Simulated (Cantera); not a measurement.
An adiabatic, constant-volume homogeneous reactor starts with CH₄ : O₂ : N₂ : H₂O = 1 : 3.39 : 12.7 : 0.44 (molar parts), equivalence ratio 0.59, at 1300 K and 320000 Pa. Integrator tolerance rtol = 1e-08.

Cantera simulation using GRI-Mech 3.0 (53 species, 325 reactions); the numbers are that mechanism's predictions, not measurements.

What does this change do: initial temperature 1300 to 1325 K?


```
quantity                                                          before                                  after
---------------------------------  -------------------------------------  -------------------------------------
time of steepest temperature rise                                3.40 ms                                2.53 ms
temperature at 6.00 s                                             2597 K                                 2610 K
equilibrium temperature                                           2597 K                                 2610 K
x(CH₄) at 6.00 s                   <1e-12 (gas-phase equilibrium <1e-12)  <1e-12 (gas-phase equilibrium <1e-12)
x(O₂) at 6.00 s                    0.0707 (gas-phase equilibrium 0.0707)  0.0706 (gas-phase equilibrium 0.0706)
x(H₂O) at 6.00 s                     0.131 (gas-phase equilibrium 0.131)    0.130 (gas-phase equilibrium 0.130)
x(OH) at 6.00 s                    0.0106 (gas-phase equilibrium 0.0106)  0.0110 (gas-phase equilibrium 0.0110)
x(CH₃) at 6.00 s                   <1e-12 (gas-phase equilibrium <1e-12)  <1e-12 (gas-phase equilibrium <1e-12)
```
